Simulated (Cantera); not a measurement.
## Transport properties of process gases

Gas mixture: 100 % H2O, at 750 Torr, frozen composition.

Cantera's kinetic-theory transport with the Lennard-Jones parameters of GRI-Mech 3.0, ideal gas; thermal conductivity in the mixture-averaged form. Polar gases are described roughly by these parameters.

| T (K) | ρ (kg/m³) | cp (J/kg/K) | μ (µPa s) | λ (mW/m/K) | Pr | D (cm²/s) H2O | D (cm²/s) NH3 | D (cm²/s) O |
|---|---|---|---|---|---|---|---|---|
| 400 | 0.542 | 1902 | 14.0 | 37.0 | 0.718 | 0.000 | 0.355 | 0.656 |
| 500 | 0.433 | 1955 | 17.7 | 48.2 | 0.718 | 0.000 | 0.562 | 0.988 |
| 600 | 0.361 | 2016 | 21.5 | 60.4 | 0.718 | 0.000 | 0.815 | 1.37 |
| 700 | 0.310 | 2082 | 25.2 | 73.4 | 0.716 | 0.000 | 1.11 | 1.80 |
| 800 | 0.271 | 2150 | 29.0 | 87.3 | 0.714 | 0.000 | 1.45 | 2.27 |
| 900 | 0.241 | 2220 | 32.6 | 102 | 0.712 | 0.000 | 1.82 | 2.79 |
| 1000 | 0.217 | 2292 | 36.2 | 117 | 0.712 | 0.000 | 2.23 | 3.34 |
| 1100 | 0.197 | 2366 | 39.8 | 132 | 0.713 | 0.000 | 2.67 | 3.93 |
| 1200 | 0.181 | 2436 | 43.3 | 148 | 0.714 | 0.000 | 3.15 | 4.56 |
D: mixture-averaged diffusion coefficient of that species in the mixture.
